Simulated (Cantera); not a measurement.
A perfectly stirred reactor is fed with CH4 : H2 : O2 : N2 = 1 : 0.073 : 1.45 : 5.47 (molar parts), equivalence ratio 1.4, at 1000000 Pa; it is adiabatic with a 425 K inlet, and is followed from long to short residence time, starting on the burning branch (τ in s: 0.4, 0.11, 0.03, 0.0084, 0.0023, 0.00065, 0.00018, 4.9e-05, 1.4e-05, 3.8e-06).

Detailed kinetics in Cantera: GRI-Mech 3.0 (53 species, 325 reactions).

Q: What does this change do: pressure from 1000000 Pa to 1600000 Pa?

A: 
```json
[
 {"quantity": "blow-out, bracketed by the residence times tried", "before": "burning at 0.180 ms, out at 49.0 µs", "after": "burning at 0.180 ms, out at 49.0 µs"},
 {"quantity": "x(CH4) at τ = 0.400 s", "before": "0.000110", "after": "0.000106"},
 {"quantity": "x(H2) at τ = 0.400 s", "before": "0.0631", "after": "0.0631"},
 {"quantity": "x(O2) at τ = 0.400 s", "before": "1.15e-5", "after": "8.51e-6"},
 {"quantity": "x(C2H) at τ = 0.400 s", "before": "2.19e-10", "after": "1.39e-10"},
 {"quantity": "x(CH3) at τ = 0.400 s", "before": "7.33e-6", "after": "5.52e-6"},
 {"quantity": "x(CH4) at τ = 0.650 ms", "before": "0.00587", "after": "0.00620"},
 {"quantity": "x(H2) at τ = 0.650 ms", "before": "0.0451", "after": "0.0438"},
 {"quantity": "x(O2) at τ = 0.650 ms", "before": "0.00423", "after": "0.00342"},
 {"quantity": "x(C2H) at τ = 0.650 ms", "before": "4.07e-7", "after": "3.37e-7"},
 {"quantity": "x(CH3) at τ = 0.650 ms", "before": "0.000684", "after": "0.000553"}
]
```
The pressure lies above the range GRI-Mech 3.0 was tuned for (to about 10 atm).
